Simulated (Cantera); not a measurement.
A closed system holds: 1 mol B2O3, 6.5 mol O2, 1.7 mol H2O, equilibrated at 973 K and 100000 Pa.

Cantera equilibrium calculation (NASA polynomials, part measured and part estimated; ideal gas, pure solids and liquids). Candidate condensed phases: B, B2O3, B3O3H3, H2O; 23 gas species. Gases not in the tables: H3BO3. Rates play no part.

Base state: O2 0.794, H2O 0.203, (HBO2)3 0.00293 (mole fractions); condensed: B2O3(l).

Task: What changes in the equilibrium state with this change: O2 from 6.5 to 1.4 mol?

Result: 
| species | before | after |
|---|---|---|
| H2O | 0.203 | 0.533 |
| O2 | 0.794 | 0.454 |
| (HBO2)3 | 0.00293 | 0.0125 |
| HBO2 | 6.60e-6 | 1.07e-5 |
| B2O3(l), mol | 0.964 | 0.942 |
